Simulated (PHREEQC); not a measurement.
Dissolve 0.0072 mol/kgw KBr at 20 °C. Closed to the air; pH follows from the charge balance.

All values are PHREEQC results (ion-association model, phreeqc.dat), not measurements.

```json
{
 "ionic_strength": "0.00720 mol/kgw",
 "specific_conductance": "897 µS/cm"
}
```

```
species  molality  activity   log γ
-------  --------  --------  ------
Br-       0.00720   0.00657  -0.040
K+        0.00720   0.00658  -0.039
OH-       9.00e-8   8.23e-8  -0.039
H+        9.00e-8   8.32e-8  -0.034
```

No solid was allowed to form.
